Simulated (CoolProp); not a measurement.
A simple Rankine cycle with C3F8 (R218): condensing at 289.15 K, boiler at 1.83 MPa, turbine inlet 333.6 K, turbine efficiency 0.8, pump efficiency 0.8, no recuperator. Each further row changes one setting.

Model: reference Helmholtz-energy equation of state, Lemmon 2006, in CoolProp. It is a short technical equation, of lower accuracy than the large ones.

| case | thermal efficiency (%) | net work (kJ/kg) | heat in (kJ/kg) | turbine exit temperature (K) | volume ratio over the turbine |
|---|---|---|---|---|---|
| as stated | 7.1 | 7.39 | 105 | 306.8 | 3.39 |
| turbine inlet 353.6 K | 6.9 | ? | ? | 330.7 | ? |
| condensing temperature 281.15 K | ? | 9.47 | 114 | 302.2 | ? |
| boiler pressure 1.28 MPa | 4.9 | 5.56 | 114 | 319.5 | 2.04 |
| turbine efficiency 0.7 | ? | 6.33 | 105 | 308.0 | ? |

Task: Some entries are withheld; supply them.

Result: 
- turbine inlet 353.6 K, net work (kJ/kg): 8.82
- turbine inlet 353.6 K, heat in (kJ/kg): 127
- turbine inlet 353.6 K, volume ratio over the turbine: 3.07
- condensing temperature 281.15 K, thermal efficiency (%): 8.3
- condensing temperature 281.15 K, volume ratio over the turbine: 4.37
- turbine efficiency 0.7, thermal efficiency (%): 6.1
- turbine efficiency 0.7, volume ratio over the turbine: 3.41
